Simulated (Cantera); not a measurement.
A closed system holds: 1 mol Si3N4, 0.21 mol O2, 29 mol H2, held at 1850 °C and 0.750 Pa.

These are equilibrium values from Cantera (NASA tables, ideal gas, pure condensed phases), not measurements of a reactor. The numbers say what is thermodynamically allowed, not how fast it happens.

```
species      before     after
----------  -------  --------
H2            0.248     0.835
N2           0.0396    0.0588
Si           0.0511    0.0557
H             0.653    0.0380
SiO         0.00832    0.0124
Si3           <1e-9   5.29e-5
Si2N        1.45e-8   4.42e-5
Si2         1.57e-6  0.000214
SiH         3.60e-5  0.000236
SiN         5.50e-6   2.45e-5
Si(s), mol        0     0.656
```
Gas species are given as mole fractions.

Which change was made?
A. temperature from 1850 °C to 1400 °C
B. temperature from 1850 °C to 1525 °C
C. temperature from 1850 °C to 675 °C
D. temperature from 1850 °C to 1075 °C

A, temperature from 1850 °C to 1400 °C. The tables' values for SiN are old estimates; treat these amounts as uncertain
